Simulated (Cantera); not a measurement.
What does this Cantera script print?

```python
import numpy as np
import cantera as ct

gas = ct.Solution("gri30.yaml")
gas.TPX = 1025, 34000, {'CH4': 1, 'O2': 4.65, 'N2': 17.5, 'H2O': 0.91}
reactor = ct.IdealGasReactor(gas, energy="on", clone=False)
net = ct.ReactorNet([reactor])
net.rtol, net.atol = 1e-08, 1e-16
show = ['CH4', 'O2', 'H2O', 'CH3', 'CO']
times = np.geomspace(2e-06, 4, 15)

steps = ct.SolutionArray(gas, extra=["t"])
rows = []
print(f"{'t/s':>10s}{'T/K':>9s}{'P/Pa':>11s}" + "".join(f"{s:>11s}" for s in show))
for t in times:
    while net.time < t:
        t_next = net.step()
        steps.append(gas.state, t=t_next)
    rows.append([np.interp(t, steps.t, y) for y in (steps.T, steps.P, *steps(*show).X.T)])
    print(f"{t:10.3e}{rows[-1][0]:9.1f}{rows[-1][1]:11.4g}" + "".join(f"{x:11.3e}" for x in rows[-1][2:]))
rate = np.gradient(steps.T, steps.t)
print("integrator steps:", len(steps.t))
if steps.T.max() > steps.T[0] + 200:
    print(f"time of steepest temperature rise: {steps.t[rate.argmax()]:.4e} s")
gas.TPX = 1025, 34000, {'CH4': 1, 'O2': 4.65, 'N2': 17.5, 'H2O': 0.91}
gas.equilibrate("UV")
print(f"equilibrium (UV): T = {gas.T:.1f} K  " + "  ".join(f"{s} {gas[s].X[0]:.3e}" for s in show))
```

Result:

```
       t/s      T/K       P/Pa        CH4         O2        H2O        CH3         CO
 2.000e-06   1025.0    3.4e+04  4.156e-02  1.933e-01  3.782e-02  5.133e-12  8.678e-23
 5.638e-06   1025.0    3.4e+04  4.156e-02  1.933e-01  3.782e-02  1.448e-11  1.949e-21
 1.589e-05   1025.0    3.4e+04  4.156e-02  1.933e-01  3.782e-02  4.085e-11  3.682e-20
 4.480e-05   1025.0    3.4e+04  4.156e-02  1.933e-01  3.782e-02  1.153e-10  8.465e-19
 1.263e-04   1025.0    3.4e+04  4.156e-02  1.933e-01  3.782e-02  3.256e-10  1.876e-17
 3.560e-04   1025.0    3.4e+04  4.156e-02  1.933e-01  3.782e-02  9.217e-10  4.248e-16
 1.003e-03   1025.0    3.4e+04  4.156e-02  1.933e-01  3.782e-02  2.628e-09  9.381e-15
 2.828e-03   1025.0    3.4e+04  4.156e-02  1.933e-01  3.782e-02  7.665e-09  2.148e-13
 7.973e-03   1025.0    3.4e+04  4.156e-02  1.933e-01  3.782e-02  2.402e-08  5.223e-12
 2.247e-02   1025.0    3.4e+04  4.156e-02  1.933e-01  3.782e-02  9.352e-08  1.502e-10
 6.335e-02   1025.0    3.4e+04  4.156e-02  1.933e-01  3.782e-02  4.735e-07  7.228e-09
 1.786e-01   1025.1    3.4e+04  4.155e-02  1.933e-01  3.783e-02  8.645e-07  2.842e-07
 5.034e-01   1025.7  3.402e+04  4.147e-02  1.932e-01  3.790e-02  1.484e-06  6.079e-06
 1.419e+00   2126.7  7.067e+04  8.897e-22  1.089e-01  1.185e-01  4.319e-21  5.308e-04
 4.000e+00   2110.7  7.013e+04  6.654e-22  1.058e-01  1.187e-01  3.083e-21  4.807e-04
integrator steps: 2281
time of steepest temperature rise: 1.3653e+00 s
equilibrium (UV): T = 2110.3 K  CH4 1.058e-21  O2 1.057e-01  H2O 1.187e-01  CH3 4.892e-21  CO 4.793e-04
```

Cantera simulation using GRI-Mech 3.0 (53 species, 325 reactions); the numbers are that mechanism's predictions, not measurements.
